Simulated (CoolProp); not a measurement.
Properties of R1336mzz(Z) at several states.

Computed with CoolProp (reference Helmholtz-energy equation of state, McLinden 2020).

```csv
T (°C),p (MPa),phase,density (kg/m³),cp (kJ/(kg K)),expansivity (1/kK),fugacity coefficient
122.35,0.0269,gas,1.349,1.006,2.576,0.9950
-40.15,0.188,liquid,[?],1.084,1.515,0.01243
-67.35,0.0306,liquid,[?],1.021,[?],0.007876
212.95,0.685,gas,29.65,1.136,[?],[?]
```

Some entries are withheld; supply them.


- -40.15, density (kg/m³): 1524
- -67.35, density (kg/m³): 1585
- -67.35, expansivity (1/kK): 1.423
- 212.95, expansivity (1/kK): 2.607
- 212.95, fugacity coefficient: 0.9407
